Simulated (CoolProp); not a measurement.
Properties of cyclopentane along the isobar 1.31 MPa.

The numbers come from the reference Helmholtz-energy equation of state, Gedanitz 2015 in CoolProp.

```csv
T (°C),phase,density (kg/m³),cv (kJ/(kg K)),Joule-Thomson coefficient (K/MPa),isothermal compressibility (1/MPa),expansivity (1/kK),fugacity coefficient
83.45,liquid,680.4,1.518,-0.2831,0.002407,1.660,0.2038
99.25,liquid,662.1,1.588,[?],0.002925,1.799,[?]
114.95,liquid,642.9,1.659,-0.1584,[?],1.972,0.4078
130.75,liquid,622.1,1.730,-0.07487,0.004607,2.198,0.5470
146.55,liquid,599.4,1.803,0.03565,0.006093,2.511,0.7113
162.35,gas,[?],1.804,15.93,1.007,[?],0.8321
178.15,gas,29.68,1.867,13.43,0.9568,4.101,0.8505
193.85,gas,27.94,1.931,11.55,0.9222,3.642,[?]
```

Question: What belongs in the gaps?

Answer: 
- 99.25, Joule-Thomson coefficient (K/MPa): -0.2256
- 99.25, fugacity coefficient: 0.2944
- 114.95, isothermal compressibility (1/MPa): 0.003620
- 162.35, density (kg/m³): 31.82
- 162.35, expansivity (1/kK): 4.753
- 193.85, fugacity coefficient: 0.8662
